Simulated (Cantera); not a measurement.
A perfectly stirred reactor is fed with CH4 : O2 : N2 = 0.028 : 0.058 : 1 (molar parts), equivalence ratio 0.97, at 15.8 atm; it is held at 1450 K, and followed from long to short residence time.

Model: GRI-Mech 3.0 (53 species, 325 reactions), integrated in Cantera. The pressure lies above the range GRI-Mech 3.0 was tuned for (to about 10 atm). The temperature is held fixed by assumption; the heat of reaction is taken as removed at once.

x: mole fraction; the columns are a selection and need not sum to one.

```tsv
τ (s)	x CH4	x O2	x CO2	x CH3	x CH2O
24	6.16e-7	0.00184	0.0258	4.50e-8	(withheld)
8.8	1.37e-6	0.00185	0.0258	1.06e-7	(withheld)
3.2	3.16e-6	0.00187	0.0257	2.55e-7	(withheld)
1.1	8.09e-6	0.00191	0.0257	6.46e-7	(withheld)
0.41	2.01e-5	0.00202	0.0255	1.48e-6	(withheld)
0.15	5.25e-5	0.00230	0.0252	3.28e-6	(withheld)
0.054	0.000138	0.00297	0.0243	6.77e-6	(withheld)
0.020	0.000331	0.00434	0.0226	1.27e-5	(withheld)
0.0071	0.000764	0.00706	0.0191	2.31e-5	(withheld)
0.0026	0.00172	0.0118	0.0139	4.07e-5	(withheld)
```

Fill in the missing entries.


- 24, x CH2O: 3.84e-8
- 8.8, x CH2O: 9.14e-8
- 3.2, x CH2O: 2.23e-7
- 1.1, x CH2O: 5.89e-7
- 0.41, x CH2O: 1.46e-6
- 0.15, x CH2O: 3.68e-6
- 0.054, x CH2O: 9.16e-6
- 0.020, x CH2O: 2.11e-5
- 0.0071, x CH2O: 4.82e-5
- 0.0026, x CH2O: 0.000107
